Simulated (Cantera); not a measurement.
Charge: 1 mol ZrO2, 0.81 mol H2, 86 mol N2, at 1725 °C.

These are equilibrium values from Cantera (NASA tables, ideal gas, pure condensed phases), not measurements of a reactor. Candidate condensed phases: H2O, Zr, ZrN, ZrO2; 28 gas species. Mutual solubility and eutectic melting of coexisting phases are not modelled. ZrN: taken at fixed stoichiometry. Condensed phases not in the tables: solid solutions among these carbides, nitrides and lower oxides. The numbers say what is thermodynamically allowed, not how fast it happens.

x: gas mole fraction; n: condensed amount in mol.

```tsv
P (Pa)	x N2	x H	x H2	x H2O	n ZrO2(tetragonal)	n ZrN(s)
10	0.986	0.0103	0.00412	1.09e-6	1.000	0
100	0.989	…	…	…	1.000	0
1000	0.990	0.00149	0.00858	6.85e-7	1.000	0
10000	0.990	0.000484	0.00909	1.29e-6	1.000	0
100000	0.991	…	0.00925	…	1.000	…
1000000	0.991	4.90e-5	0.00930	4.18e-6	1.000	0.000181
```

### Question
Some entries are withheld; supply them.

### Answer

- 100, x H: 0.00430
- 100, x H2: 0.00716
- 100, x H2O: 5.83e-7
- 100000, x H: 0.000154
- 100000, x H2O: 2.34e-6
- 100000, n ZrN(s): 0.000102
